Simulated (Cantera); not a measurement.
What does this Cantera script print?

```python
import numpy as np
import cantera as ct

gas_names = """
    F F2 H HF H2 H2F2 H3F3 H4F4 H5F5 H6F6 H7F7 N NF NF2 NF3 NH NH2 NH3 N2 N2H2 N2H4 Si SiF SiF2 SiF3
    SiF4 SiH SiHF3 SiH2 SiH2F2 SiH3 SiH3F SiH4 SiN Si2 Si2N Si3
""".split()
cond_names = """
    Si(cr) Si(L) Si3N4(a)
""".split()


# ... load() reads the species with a 1 bar reference pressure and builds the phases ...
atoms = {
    'Si': {'Si': 1},
    'HF': {'H': 1, 'F': 1},
    'N2': {'N': 2},
}
top_T = {'Si3N4(a)': 2400}  # K; cautious upper limits of use, not melting points


# ... equilibrate(T, P, feed) seeds the gas with the atoms and calls Mixture.equilibrate('TP', solver="vcs", rtol=1e-11, max_steps=5000) ...
results = []
feed = {'Si': 1, 'HF': 6.7, 'N2': 4.7}  # mol
T = 1375  # K
P = 11000  # Pa
mix = equilibrate(T, P, feed)
results.append((T, P, feed, dict(zip(mix.species_names, mix.species_moles))))
x = sorted(zip(gas.X, gas.species_names), reverse=True)
print(f"T = {T:g} K  P = {P:g} Pa  gas = {mix.phase_moles(0):.4g} mol")
print("   x: " + "  ".join(f"{s} {v:.3e}" for v, s in x if v > 0.0001))
print("   condensed (mol): " + ("  ".join(f"{mix.phase(i).name} {mix.phase_moles(i):.4g}"
      for i in range(1, mix.n_phases) if mix.phase_moles(i) > 1e-12) or "none"))
```

Result:

```
T = 1375 K  P = 11000 Pa  gas = 10.4 mol
   x: N2 4.519e-01  HF 2.597e-01  H2 1.923e-01  SiF4 9.611e-02
   condensed (mol): none
```

Method: chemical equilibrium by Gibbs-energy minimisation in Cantera with the NASA 1993 tables (ideal gas, pure condensed phases). The tables' values for SiF3 are old estimates; treat these amounts as uncertain.
